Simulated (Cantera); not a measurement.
Input (Python, Cantera):

```python
import numpy as np
import cantera as ct

gas = ct.Solution("gri30.yaml")


def delay(T, t_max=10):
    gas.TPX = T, 41000, {'CO': 1, 'H2': 0.041, 'O2': 0.289, 'N2': 1.09}
    reactor = ct.IdealGasConstPressureReactor(gas, clone=False)
    net = ct.ReactorNet([reactor])
    net.rtol, net.atol = 1e-8, 1e-16
    while net.time < t_max:
        t_old, T_old = net.time, reactor.T
        net.step()
        if reactor.T > T + 400:  # ignition: a rise of 400 K
            return t_old + (T + 400 - T_old) / (reactor.T - T_old) * (net.time - t_old)
    return np.nan


taus = []
for T in [1225, 1275, 1325, 1375, 1425, 1475, 1525, 1575, 1625, 1675]:
    taus.append(delay(T))
    print(f"T0 = {T:6g} K   tau = {taus[-1]:.4e} s")
```

Result:

```
T0 =   1225 K   tau = 4.0118e-04 s
T0 =   1275 K   tau = 3.6223e-04 s
T0 =   1325 K   tau = 3.3779e-04 s
T0 =   1375 K   tau = 3.2368e-04 s
T0 =   1425 K   tau = 3.1706e-04 s
T0 =   1475 K   tau = 3.1596e-04 s
T0 =   1525 K   tau = 3.1904e-04 s
T0 =   1575 K   tau = 3.2539e-04 s
T0 =   1625 K   tau = 3.3440e-04 s
T0 =   1675 K   tau = 3.4563e-04 s
```

Model: GRI-Mech 3.0 (53 species, 325 reactions), integrated in Cantera. Where the delays flatten at high temperature, the 400 K rule measures the pace of heat release, not the induction time.
